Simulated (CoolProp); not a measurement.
Properties of the fluoroketone C6F12O (FK-5-1-12) along the isobar 26.2 bar.

Model: reference Helmholtz-energy equation of state, McLinden 2015, in CoolProp.

```tsv
T (°C)	phase	Z	cv (kJ/(kg K))	expansivity (1/kK)	fugacity coefficient
113.35	liquid	0.1956	0.9604	3.168	0.2219
126.65	liquid	0.1979	0.9757	3.710	0.2812
139.95	liquid	0.2023	0.9920	4.554	0.3471
153.25	liquid	0.2101	1.010	6.058	0.4180
166.55	liquid	0.2251	1.031	9.487	0.4916
179.85	supercritical	0.2640	1.061	22.21	0.5636
193.15	supercritical	0.4061	1.084	34.68	0.6243
206.45	supercritical	0.5377	1.072	15.78	0.6687
```
